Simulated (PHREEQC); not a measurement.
# Polishing slurry liquid

Consider water at 70 °C with 0.031 mol H2SO4 per kg of water. Closed to the air; pH follows from the charge balance.

Equilibrium calculation in PHREEQC: ion-association model, phreeqc.dat.

Each row changes one thing in this solution. No solid was allowed to form.

```json
[
 {"case": "as made", "pH": "1.51", "ionic strength (mol/kgw)": "0.0411", "HSO4- (mol/kgw)": "0.0260", "SO4-2 (mol/kgw)": "0.00503"},
 {"case": "H2SO4 from 0.031 to 0.0341 mol/kgw", "pH": "1.48", "ionic strength (mol/kgw)": "0.0446", "HSO4- (mol/kgw)": "…", "SO4-2 (mol/kgw)": "0.00524"},
 {"case": "diluted 10-fold with water", "pH": "2.37", "ionic strength (mol/kgw)": "0.00622", "HSO4- (mol/kgw)": "0.00154", "SO4-2 (mol/kgw)": "…"},
 {"case": "H2SO4 from 0.031 to 0.0062 mol/kgw", "pH": "2.11", "ionic strength (mol/kgw)": "0.0109", "HSO4- (mol/kgw)": "…", "SO4-2 (mol/kgw)": "0.00234"},
 {"case": "H2SO4 from 0.031 to 0.062 mol/kgw", "pH": "1.25", "ionic strength (mol/kgw)": "0.0754", "HSO4- (mol/kgw)": "0.0553", "SO4-2 (mol/kgw)": "0.00670"}
]
```

Fill in the missing entries.


- H2SO4 from 0.031 to 0.0341 mol/kgw, HSO4- (mol/kgw): 0.0289
- diluted 10-fold with water, SO4-2 (mol/kgw): 0.00156
- H2SO4 from 0.031 to 0.0062 mol/kgw, HSO4- (mol/kgw): 0.00386

Away from 25 °C the constants follow the database's enthalpies or fits; those with neither stay at their 25 °C values.
